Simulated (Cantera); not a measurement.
Equilibrium for silicon oxide and oxynitride deposition: HMDSO + H2O + N2O

Feed: 1 mol HMDSO, 1.1 mol H2O, 2.5 mol N2O, held at 32.0 mbar.

Method: chemical equilibrium by Gibbs-energy minimisation in Cantera with the NASA 1993 tables (ideal gas, pure condensed phases). Candidate condensed phases: C, C6H6, C7H8, C8H18, H2O, Si, SiC, SiO2, Si2N2O, Si3N4; 151 gas species. The feed counts by its element totals alone. Mutual solubility and eutectic melting of coexisting phases are not modelled. The tables hold silica as quartz up to 1696 K and as liquid above; real silica turns to tridymite and cristobalite and melts near 1996 K. Equilibrium is a limit: real reactors are often held back by kinetics, nucleation or transport.

| T (°C) | x H2 | x CO | x N2 | x SiO | x H | n C(graphite) | n SiO2(β-quartz) | n Si2N2O(s) | n SiC(s) |
|---|---|---|---|---|---|---|---|---|---|
| 802 | 0.764 | 0.0453 | 0.190 | 8.82e-12 | 7.17e-8 | 5.39 | 2.00 | 0 | 0 |
| 877 | 0.765 | 0.0454 | 0.189 | 1.31e-9 | 3.65e-7 | 5.39 | 2.00 | 0 | 0 |
| 952 | 0.735 | 0.103 | 0.162 | 4.61e-8 | 1.49e-6 | 4.58 | 1.46 | 0.271 | 0 |
| 1027 | 0.664 | 0.236 | 0.0988 | 9.53e-7 | 5.04e-6 | 2.40 | 0.00382 | 0.998 | 0 |
| 1102 | 0.664 | 0.237 | 0.0986 | 7.81e-6 | 1.56e-5 | 2.40 | 0 | 1.000 | 0 |
| 1177 | 0.664 | 0.237 | 0.0986 | 5.11e-5 | 4.31e-5 | 2.40 | 0 | 1.000 | 0 |
| 1252 | 0.664 | 0.237 | 0.0986 | 0.000277 | 0.000108 | 2.40 | 0 | 0.998 | 0 |
| 1327 | 0.600 | 0.261 | 0.137 | 0.00130 | 0.000235 | 0 | 0 | 0.188 | 1.60 |
| 1402 | 0.595 | 0.257 | 0.140 | 0.00742 | 0.000501 | 0 | 0 | 0.118 | 1.64 |
| 1477 | 0.586 | 0.250 | 0.145 | 0.0176 | 0.000995 | 0 | 0 | 0 | 1.70 |
| 1552 | 0.585 | 0.249 | 0.145 | 0.0177 | 0.00188 | 0 | 0 | 0 | 1.69 |
| 1627 | 0.584 | 0.249 | 0.145 | 0.0179 | 0.00339 | 0 | 0 | 0 | 1.69 |
| 1702 | 0.582 | 0.249 | 0.144 | 0.0181 | 0.00583 | 0 | 0 | 0 | 1.69 |
x: gas mole fraction; n: condensed amount in mol.

From 802 °C to 877 °C the condensed part is C(graphite) + SiO2(β-quartz). From 952 °C to 1027 °C the condensed part is C(graphite) + SiO2(β-quartz) + Si2N2O(s). From 1102 °C to 1252 °C the condensed part is C(graphite) + Si2N2O(s). From 1327 °C to 1402 °C the condensed part is SiC(s) + Si2N2O(s). From 1477 °C to 1702 °C the condensed part is SiC(s).
